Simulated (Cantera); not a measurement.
What does this Cantera script print?

```python
import numpy as np
import cantera as ct

gas = ct.Solution("gri30.yaml")
gas.TPX = 925, 2666, {'H2': 0.0089, 'O2': 1, 'N2': 1.3}
reactor = ct.IdealGasConstPressureReactor(gas, energy="off", clone=False)
net = ct.ReactorNet([reactor])
net.rtol, net.atol = 1e-08, 1e-18
show = ['H2', 'O2', 'NO', 'H', 'H2O2', 'H2O', 'OH']
times = np.geomspace(3e-05, 60, 14)

steps = ct.SolutionArray(gas, extra=["t"])
rows = []
print(f"{'t/s':>10s}{'T/K':>9s}{'P/Pa':>11s}" + "".join(f"{s:>11s}" for s in show))
for t in times:
    while net.time < t:
        t_next = net.step()
        steps.append(gas.state, t=t_next)
    rows.append([np.interp(t, steps.t, y) for y in (steps.T, steps.P, *steps(*show).X.T)])
    print(f"{t:10.3e}{rows[-1][0]:9.1f}{rows[-1][1]:11.4g}" + "".join(f"{x:11.3e}" for x in rows[-1][2:]))
rate = np.gradient(steps.T, steps.t)
print("integrator steps:", len(steps.t))
if steps.T.max() > steps.T[0] + 200:
    print(f"time of steepest temperature rise: {steps.t[rate.argmax()]:.4e} s")
gas.TPX = 925, 2666, {'H2': 0.0089, 'O2': 1, 'N2': 1.3}
gas.equilibrate("TP")
print(f"equilibrium (TP): T = {gas.T:.1f} K  " + "  ".join(f"{s} {gas[s].X[0]:.3e}" for s in show))
```

Output:

```
       t/s      T/K       P/Pa         H2         O2         NO          H       H2O2        H2O         OH
 3.000e-05    925.0       2666  3.855e-03  4.331e-01  2.437e-30  9.933e-14  4.742e-20  8.780e-17  5.833e-15
 9.158e-05    925.0       2666  3.855e-03  4.331e-01  7.102e-29  2.705e-13  4.399e-19  2.118e-15  4.878e-14
 2.796e-04    925.0       2666  3.855e-03  4.331e-01  1.990e-27  6.265e-13  4.122e-18  4.785e-14  3.443e-13
 8.535e-04    925.0       2666  3.855e-03  4.331e-01  4.397e-26  1.289e-12  3.929e-17  8.505e-13  1.814e-12
 2.606e-03    925.0       2666  3.855e-03  4.331e-01  9.042e-25  4.040e-12  3.853e-16  1.280e-11  9.210e-12
 7.954e-03    925.0       2666  3.855e-03  4.331e-01  4.358e-23  6.098e-11  4.908e-15  4.106e-10  1.602e-10
 2.428e-02    925.0       2666  3.853e-03  4.331e-01  5.179e-17  1.710e-07  8.505e-12  1.255e-06  4.528e-07
 7.413e-02    925.0       2666  1.626e-04  4.317e-01  1.437e-09  4.544e-05  5.795e-08  3.629e-03  8.952e-05
 2.263e-01    925.0       2666  1.250e-05  4.320e-01  1.545e-09  1.179e-06  1.456e-08  3.840e-03  1.633e-05
 6.908e-01    925.0       2666  1.909e-06  4.320e-01  1.541e-09  6.220e-08  7.555e-09  3.857e-03  5.700e-06
 2.109e+00    925.0       2666  3.068e-07  4.320e-01  1.533e-09  3.383e-09  3.350e-09  3.861e-03  2.187e-06
 6.438e+00    925.0       2666  3.951e-08  4.320e-01  1.529e-09  2.193e-10  1.021e-09  3.862e-03  8.955e-07
 1.965e+01    925.0       2666  3.091e-09  4.320e-01  1.530e-09  1.901e-11  2.612e-10  3.862e-03  3.994e-07
 6.000e+01    925.0       2666  1.433e-10  4.320e-01  1.535e-09  2.204e-12  7.022e-11  3.862e-03  1.947e-07
integrator steps: 1242
equilibrium (TP): T = 925.0 K  H2 2.830e-13  O2 4.320e-01  NO 1.566e-05  H 8.540e-16  H2O2 4.139e-13  H2O 3.862e-03  OH 1.378e-08
```

Cantera simulation using GRI-Mech 3.0 (53 species, 325 reactions); the numbers are that mechanism's predictions, not measurements. Radical loss at walls, strong at low pressure, is not modelled. Below about 950 K walls govern HO2 and H2O2 in real vessels.
